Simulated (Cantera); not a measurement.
Input: 1 mol NH₃, 0.05 mol H₂O, 0.4 mol N₂, equilibrated at 648 K and 1.33 mbar.

Cantera equilibrium calculation (NASA polynomials, part measured and part estimated; ideal gas, pure solids and liquids). Candidate condensed phases: H₂O; 24 gas species. Rates play no part.

Base state: H₂ 0.612, N₂ 0.367, H₂O 0.0204 (mole fractions); condensed: gas only.

Problem. What changes in the equilibrium state with this change: temperature from 648 K to 2823 K?

Solution. 
```
species  before     after
-------  ------  --------
H         <1e-9     0.671
N₂        0.367     0.240
H₂        0.612    0.0763
O         <1e-9    0.0103
H₂O      0.0204  0.000744
OH        <1e-9   0.00188
NO        <1e-9  0.000291
N         <1e-9   5.56e-5
O₂        <1e-9   4.04e-5
```
